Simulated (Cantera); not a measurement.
A closed system holds: 1 mol Si₃N₄, 0.039 mol CO₂, 380 mol N₂, at 0.0375 Torr.

Method: chemical equilibrium by Gibbs-energy minimisation in Cantera with the NASA 1993 tables (ideal gas, pure condensed phases). Candidate condensed phases: C, Si, SiC, SiO₂, Si₂N₂O, Si₃N₄; 34 gas species. Mutual solubility and eutectic melting of coexisting phases are not modelled. The tables' values for SiN are old estimates; treat these amounts as uncertain. Rates play no part.

x: gas mole fraction; n: condensed amount in mol.

```json
[
 {"T (°C)": "1327", "x N₂": "0.998", "x Si": "0.00195", "x SiO": "0.000196", "x CO": "(withheld)", "n Si(s)": "2.12", "n SiC(s)": "0.0338"},
 {"T (°C)": "1377", "x N₂": "0.994", "x Si": "0.00536", "x SiO": "0.000194", "x CO": "(withheld)", "n Si(s)": "0.756", "n SiC(s)": "0.0266"},
 {"T (°C)": "1427", "x N₂": "0.992", "x Si": "0.00737", "x SiO": "0.000171", "x CO": "(withheld)", "n Si(s)": "0", "n SiC(s)": "0.00982"},
 {"T (°C)": "1477", "x N₂": "0.992", "x Si": "0.00753", "x SiO": "0.000130", "x CO": "(withheld)", "n Si(s)": "0", "n SiC(s)": "0"},
 {"T (°C)": "1527", "x N₂": "0.992", "x Si": "0.00762", "x SiO": "0.000111", "x CO": "9.18e-5", "n Si(s)": "0", "n SiC(s)": "0"},
 {"T (°C)": "1577", "x N₂": "0.992", "x Si": "0.00765", "x SiO": "0.000104", "x CO": "9.87e-5", "n Si(s)": "0", "n SiC(s)": "0"},
 {"T (°C)": "1627", "x N₂": "0.992", "x Si": "0.00766", "x SiO": "0.000102", "x CO": "0.000101", "n Si(s)": "0", "n SiC(s)": "0"},
 {"T (°C)": "1677", "x N₂": "0.992", "x Si": "0.00767", "x SiO": "0.000102", "x CO": "0.000101", "n Si(s)": "0", "n SiC(s)": "0"},
 {"T (°C)": "1727", "x N₂": "0.992", "x Si": "0.00767", "x SiO": "0.000101", "x CO": "0.000101", "n Si(s)": "0", "n SiC(s)": "0"}
]
```

**Question.** Complete the blanks.

**Answer.** 
- 1327, x CO: 7.48e-6
- 1377, x CO: 8.65e-6
- 1427, x CO: 3.12e-5
- 1477, x CO: 7.27e-5
